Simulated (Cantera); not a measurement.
What does this Cantera script print?

```python
import numpy as np
import cantera as ct

gas_names = """
    CL CL2 H HCL H2 Si SiCL SiCL2 SiCL3 SiCL4 SiH SiHCL3 SiH2 SiH2CL2 SiH3 SiH3CL SiH4 Si2 Si3
""".split()
cond_names = """
    Si(cr) Si(L)
""".split()


# ... load() reads the species with a 1 bar reference pressure and builds the phases ...
atoms = {
    'SiH2Cl2': {'Si': 1, 'H': 2, 'CL': 2},
    'H2': {'H': 2},
}
top_T = {}  # K; cautious upper limits of use, not melting points


# ... equilibrate(T, P, feed) seeds the gas with the atoms and calls Mixture.equilibrate('TP', solver="vcs", rtol=1e-11, max_steps=5000) ...
results = []
feed = {'SiH2Cl2': 1, 'H2': 320}  # mol
P = 101325  # Pa
for T in [823, 898, 973, 1048, 1123, 1198, 1273, 1348, 1423, 1498, 1573, 1648, 1723]:
    mix = equilibrate(T, P, feed)
    results.append((T, P, feed, dict(zip(mix.species_names, mix.species_moles))))
    x = sorted(zip(gas.X, gas.species_names), reverse=True)
    print(f"T = {T:g} K  P = {P:g} Pa  gas = {mix.phase_moles(0):.4g} mol")
    print("   x: " + "  ".join(f"{s} {v:.3e}" for v, s in x if v > 1e-05))
    print("   condensed (mol): " + ("  ".join(f"{mix.phase(i).name} {mix.phase_moles(i):.4g}"
          for i in range(1, mix.n_phases) if mix.phase_moles(i) > 1e-12) or "none"))
```

Result:

```
T = 823 K  P = 101325 Pa  gas = 321.4 mol
   x: H2 9.977e-01  SiHCL3 1.123e-03  HCL 5.049e-04  SiCL4 4.709e-04  SiH2CL2 2.252e-04  SiH3CL 1.056e-05
   condensed (mol): Si(cr) 0.4114
T = 898 K  P = 101325 Pa  gas = 321.5 mol
   x: H2 9.972e-01  HCL 1.161e-03  SiHCL3 9.821e-04  SiCL4 4.106e-04  SiH2CL2 2.221e-04  SiH3CL 1.224e-05
   condensed (mol): Si(cr) 0.475
T = 973 K  P = 101325 Pa  gas = 321.6 mol
   x: H2 9.965e-01  HCL 2.237e-03  SiHCL3 7.664e-04  SiCL4 3.062e-04  SiH2CL2 2.003e-04  SiH3CL 1.322e-05
   condensed (mol): Si(cr) 0.5807
T = 1048 K  P = 101325 Pa  gas = 321.7 mol
   x: H2 9.955e-01  HCL 3.625e-03  SiHCL3 4.905e-04  SiCL4 1.746e-04  SiH2CL2 1.568e-04  SiCL2 2.458e-05  SiCL3 1.531e-05  SiH3CL 1.303e-05
   condensed (mol): Si(cr) 0.7184
T = 1123 K  P = 101325 Pa  gas = 321.9 mol
   x: H2 9.946e-01  HCL 4.883e-03  SiHCL3 2.336e-04  SiH2CL2 9.996e-05  SiCL4 6.689e-05  SiCL2 5.064e-05  SiCL3 1.651e-05  SiH3CL 1.143e-05
   condensed (mol): Si(cr) 0.8456
T = 1198 K  P = 101325 Pa  gas = 321.9 mol
   x: H2 9.942e-01  HCL 5.591e-03  SiHCL3 8.415e-05  SiCL2 7.402e-05  SiH2CL2 5.261e-05  SiCL4 1.759e-05  SiCL3 1.213e-05
   condensed (mol): Si(cr) 0.9195
T = 1273 K  P = 101325 Pa  gas = 322 mol
   x: H2 9.940e-01  HCL 5.854e-03  SiCL2 8.915e-05  SiHCL3 2.751e-05  SiH2CL2 2.584e-05
   condensed (mol): Si(cr) 0.948
T = 1348 K  P = 101325 Pa  gas = 322 mol
   x: H2 9.939e-01  HCL 5.936e-03  SiCL2 9.947e-05  SiH2CL2 1.304e-05
   condensed (mol): Si(cr) 0.957
T = 1423 K  P = 101325 Pa  gas = 322 mol
   x: H2 9.939e-01  HCL 5.958e-03  SiCL2 1.076e-04
   condensed (mol): Si(cr) 0.9592
T = 1498 K  P = 101325 Pa  gas = 322 mol
   x: H2 9.939e-01  HCL 5.961e-03  SiCL2 1.146e-04  H 1.702e-05
   condensed (mol): Si(cr) 0.9589
T = 1573 K  P = 101325 Pa  gas = 322 mol
   x: H2 9.939e-01  HCL 5.956e-03  SiCL2 1.209e-04  H 4.027e-05
   condensed (mol): Si(cr) 0.9573
T = 1648 K  P = 101325 Pa  gas = 322 mol
   x: H2 9.938e-01  HCL 5.949e-03  SiCL2 1.265e-04  H 8.819e-05
   condensed (mol): Si(cr) 0.9543
T = 1723 K  P = 101325 Pa  gas = 322 mol
   x: H2 9.937e-01  HCL 5.956e-03  H 1.806e-04  SiCL2 1.235e-04  SiH2 1.687e-05
   condensed (mol): Si(L) 0.9523
```

Equilibrium computed with Cantera from the NASA thermochemical tables; the gas is ideal and each condensed phase is pure. The tables' values for SiCl3 are old estimates; treat these amounts as uncertain. Gases not in the tables: Si2H6 and higher silanes.
